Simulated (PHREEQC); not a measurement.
1.8 g of hydrous ferric oxide (600 m²/g; 0.2 weak and 0.005 strong sites per Fe, Dzombak-Morel constants, diffuse double layer) in 1 kg of water with 0.3 mol/kgw of an inert sodium salt and 2.2e-05 mol/kgw Na2SeO3, at 25 °C; the pH is set by adding NaOH or the inert anion's acid. The system is closed to oxygen. CO2 from the air is kept out. Precipitation was switched off in this run.

The series has 17 steps of pH, from 4 to 12.

Computed with PHREEQC (ion-association model, wateq4f.dat).

Q: Near which pH is half of the Se sorbed, and on which side is more sorbed?

A: Near pH 9.6, with more sorbed at lower pH.

Species that the database lacks are ignored. The database's selenite sorption wasn't checked against measurements; a fall in acid may be a fault of its surface constants.
